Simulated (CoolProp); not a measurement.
Properties of water along the isotherm 383.95 °C.

Computed with CoolProp (reference Helmholtz-energy equation of state, Wagner 2002).

```json
[
 {"p (MPa)": "7.14", "phase": "gas", "density (kg/m³)": "26.56", "Joule-Thomson coefficient (K/MPa)": "7.771", "expansivity (1/kK)": "2.398", "Prandtl number": "1.06", "fugacity coefficient": "0.8985"},
 {"p (MPa)": "14.3", "phase": "gas", "density (kg/m³)": "63.85", "Joule-Thomson coefficient (K/MPa)": "6.997", "expansivity (1/kK)": "4.587", "Prandtl number": "1.35", "fugacity coefficient": "0.7955"},
 {"p (MPa)": "21.4", "phase": "gas", "density (kg/m³)": "137.3", "Joule-Thomson coefficient (K/MPa)": "5.625", "expansivity (1/kK)": "15.70", "Prandtl number": "2.26", "fugacity coefficient": "0.6894"},
 {"p (MPa)": "28.6", "phase": "supercritical", "density (kg/m³)": "492.8", "Joule-Thomson coefficient (K/MPa)": "1.406", "expansivity (1/kK)": "15.20", "Prandtl number": "1.84", "fugacity coefficient": "0.5642"},
 {"p (MPa)": "35.7", "phase": "supercritical", "density (kg/m³)": "559.0", "Joule-Thomson coefficient (K/MPa)": "0.7898", "expansivity (1/kK)": "6.975", "Prandtl number": "1.20", "fugacity coefficient": "0.4724"},
 {"p (MPa)": "42.9", "phase": "supercritical", "density (kg/m³)": "594.9", "Joule-Thomson coefficient (K/MPa)": "0.5510", "expansivity (1/kK)": "4.919", "Prandtl number": "1.03", "fugacity coefficient": "0.4096"},
 {"p (MPa)": "50", "phase": "supercritical", "density (kg/m³)": "620.0", "Joule-Thomson coefficient (K/MPa)": "0.4171", "expansivity (1/kK)": "3.951", "Prandtl number": "0.938", "fugacity coefficient": "0.3652"},
 {"p (MPa)": "57.1", "phase": "supercritical", "density (kg/m³)": "640.0", "Joule-Thomson coefficient (K/MPa)": "0.3277", "expansivity (1/kK)": "3.365", "Prandtl number": "0.883", "fugacity coefficient": "0.3319"},
 {"p (MPa)": "64.3", "phase": "supercritical", "density (kg/m³)": "657.0", "Joule-Thomson coefficient (K/MPa)": "0.2618", "expansivity (1/kK)": "2.960", "Prandtl number": "0.844", "fugacity coefficient": "0.3057"},
 {"p (MPa)": "71.4", "phase": "supercritical", "density (kg/m³)": "671.4", "Joule-Thomson coefficient (K/MPa)": "0.2120", "expansivity (1/kK)": "2.668", "Prandtl number": "0.815", "fugacity coefficient": "0.2852"},
 {"p (MPa)": "78.6", "phase": "supercritical", "density (kg/m³)": "684.4", "Joule-Thomson coefficient (K/MPa)": "0.1717", "expansivity (1/kK)": "2.439", "Prandtl number": "0.792", "fugacity coefficient": "0.2683"},
 {"p (MPa)": "85.7", "phase": "supercritical", "density (kg/m³)": "695.9", "Joule-Thomson coefficient (K/MPa)": "0.1392", "expansivity (1/kK)": "2.258", "Prandtl number": "0.774", "fugacity coefficient": "0.2546"},
 {"p (MPa)": "92.9", "phase": "supercritical", "density (kg/m³)": "706.5", "Joule-Thomson coefficient (K/MPa)": "0.1116", "expansivity (1/kK)": "2.108", "Prandtl number": "0.758", "fugacity coefficient": "0.2429"},
 {"p (MPa)": "100", "phase": "supercritical", "density (kg/m³)": "716.2", "Joule-Thomson coefficient (K/MPa)": "0.08836", "expansivity (1/kK)": "1.983", "Prandtl number": "0.745", "fugacity coefficient": "0.2332"}
]
```

Viscosity comes from a separate model (Huber 2009). Thermal conductivity comes from a separate model (Huber 2012).
